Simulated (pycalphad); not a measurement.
# Freezing of Si-Sn alloys with rising Sn

Source of the numbers: pycalphad with the COST 507 light-alloy database (1999); pressure 1 atm. These are 1990s assessments: newer ones move some temperatures and phases. Phase fractions are per mole of atoms.

Scheil-Gulliver runs (no diffusion in the solid, steps of 4 K) beside full equilibrium.

```json
[
 {"alloy": "Si-46Sn (at.%)", "liquidus (°C)": "1347", "Scheil, half solid (°C)": "1136", "Scheil, 80 % solid (°C)": "at the invariant end", "Scheil, invariant end (°C)": "232", "liquid left at that end": "0.46", "equilibrium solidus (°C)": "232"},
 {"alloy": "Si-69Sn (at.%)", "liquidus (°C)": "1295", "Scheil, half solid (°C)": "at the invariant end", "Scheil, 80 % solid (°C)": "at the invariant end", "Scheil, invariant end (°C)": "232", "liquid left at that end": "0.69", "equilibrium solidus (°C)": "232"},
 {"alloy": "Si-92Sn (at.%)", "liquidus (°C)": "1136", "Scheil, half solid (°C)": "at the invariant end", "Scheil, 80 % solid (°C)": "at the invariant end", "Scheil, invariant end (°C)": "232", "liquid left at that end": "0.92", "equilibrium solidus (°C)": "232"}
]
```
